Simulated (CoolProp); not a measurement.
Vapour pressure (MPa) of octamethylcyclotetrasiloxane (D4): the reference equation beside estimates from Tc = 586.5 K, pc = 1.347 MPa, ω = 0.598.

Computed with CoolProp (reference Helmholtz-energy equation of state, Thol 2015).

```
T (K)  reference  Lee-Kesler  Soave-Redlich-Kwong  Peng-Robinson
-----  ---------  ----------  -------------------  -------------
318.5  0.0005403   0.0005876            0.0005856      0.0006647
322.5  0.0006914   0.0007453            0.0007430      0.0008372
326.4  0.0008728   0.0009333            0.0009306       0.001042
330.4   0.001100    0.001167             0.001164       0.001294
334.4   0.001376    0.001451             0.001447       0.001599
338.4   0.001710    0.001791             0.001787       0.001962
342.3   0.002100    0.002187             0.002183       0.002383
346.3   0.002575    0.002669             0.002663       0.002892
350.3   0.003139    0.003238             0.003232       0.003490
```

Absolute difference from the reference over all 9 rows, mean and median: Lee-Kesler 5.6 and 5.5 %, Soave-Redlich-Kwong 5.4 and 5.2 %, Peng-Robinson 16.6 and 16.2 %.
